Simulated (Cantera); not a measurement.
Input: 1 mol SiHCl3, 9.1 mol NH3, at 0.00290 bar.

These are equilibrium values from Cantera (NASA tables, ideal gas, pure condensed phases), not measurements of a reactor. Candidate condensed phases: NH4Cl, Si, Si3N4; 28 gas species. The tables' values for SiCl3, SiCl are old estimates; treat these amounts as uncertain. Equilibrium is a limit: real reactors are often held back by kinetics, nucleation or transport.

x: gas mole fraction; n: condensed amount in mol.

| T (°C) | x H2 | x N2 | x HCl | x SiCl2 | n Si3N4(s) | n Si(l) |
|---|---|---|---|---|---|---|
| 625 | 0.648 | 0.199 | 0.153 | 1.50e-8 | 0.332 | 0 |
| 725 | 0.648 | 0.199 | 0.153 | 5.34e-7 | 0.332 | 0 |
| 825 | 0.648 | 0.199 | 0.153 | 9.82e-6 | 0.332 | 0 |
| 925 | 0.648 | 0.199 | 0.153 | 0.000110 | 0.332 | 0 |
| 1025 | 0.648 | 0.199 | 0.151 | 0.000821 | 0.327 | 0 |
| 1125 | 0.650 | 0.201 | 0.144 | 0.00418 | 0.304 | 0 |
| 1225 | 0.656 | 0.206 | 0.124 | 0.0135 | ___ | 0 |
| 1325 | 0.663 | 0.214 | 0.0943 | 0.0277 | ___ | 0 |
| 1425 | 0.659 | 0.225 | 0.0791 | 0.0342 | ___ | 0.297 |

What belongs in the gaps?


- 1225, n Si3N4(s): 0.242
- 1325, n Si3N4(s): 0.147
- 1425, n Si3N4(s): 0
